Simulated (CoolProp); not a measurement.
The numbers come from the reference Helmholtz-energy equation of state, Zhou 2016 in CoolProp.

Task: Give the vapour pressure (MPa), vapour density (kg/m³) of saturated R245ca at 378.7 K.

Result: 
```json
[
 {"T (K)": "378.7", "p (MPa)": "1.06", "vapour density (kg/m³)": "56.5"}
]
```
